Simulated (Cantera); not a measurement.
What does this Cantera script print?

```python
import numpy as np
import cantera as ct

gas_names = """
    Cr CrN H H2 N NH NH2 NH3 N2 N2H2 N2H4
""".split()
cond_names = """
    Cr(cr) Cr(L) CrN(s) Cr2N(s)
""".split()


# ... load() reads the species with a 1 bar reference pressure and builds the phases ...
atoms = {
    'Cr': {'Cr': 1},
    'NH3': {'N': 1, 'H': 3},
    'H2': {'H': 2},
}
top_T = {'CrN(s)': 1900, 'Cr2N(s)': 1900}  # K; cautious upper limits of use, not melting points


# ... equilibrate(T, P, feed) seeds the gas with the atoms and calls Mixture.equilibrate('TP', solver="vcs", rtol=1e-11, max_steps=5000) ...
results = []
T = 2648  # K
P = 0.71  # Pa
for m in [6.8, 9.4, 13, 18, 24, 34, 46, 64]:
    feed = {'Cr': 1, 'NH3': 0.29, 'H2': m}  # mol
    mix = equilibrate(T, P, feed)
    results.append((T, P, feed, dict(zip(mix.species_names, mix.species_moles))))

top = {s: max(r[3][s] / sum(r[3][g] for g in gas_names) for r in results) for s in gas_names}
cols = sorted((s for s in top if top[s] > 1e-05), key=lambda s: -top[s])[:7]
seen = [c for c in cond_names if any(r[3].get(c, 0) > 1e-12 for r in results)]
print("log10 of partial pressures in bar; condensed amounts in mol")
print(f"{'n(H2)':>10s}" + "".join(f"{s[:9]:>10s}" for s in cols + seen))
for T, P, feed, n in results:
    ng = sum(n[g] for g in gas_names)
    print(f"{feed['H2']:10.4g}" + "".join(f"{np.log10(max(n[s] / ng * P / 1e5, 1e-99)):10.3f}" for s in cols)
          + "".join(f"{n.get(c, 0):10.4g}" for c in seen))
```

Output:

```
log10 of partial pressures in bar; condensed amounts in mol
     n(H2)         H        Cr        N2        H2         N
       6.8    -5.183    -6.341    -7.181    -7.701    -9.562
       9.4    -5.175    -6.466    -7.306    -7.684    -9.625
        13    -5.168    -6.595    -7.435    -7.672    -9.689
        18    -5.163    -6.727    -7.567    -7.662    -9.756
        24    -5.160    -6.846    -7.687    -7.655    -9.815
        34    -5.157    -6.993    -7.833    -7.650    -9.888
        46    -5.155    -7.121    -7.961    -7.646    -9.953
        64    -5.154    -7.261    -8.103    -7.643   -10.023
```

These are equilibrium values from Cantera (NASA tables, ideal gas, pure condensed phases), not measurements of a reactor.
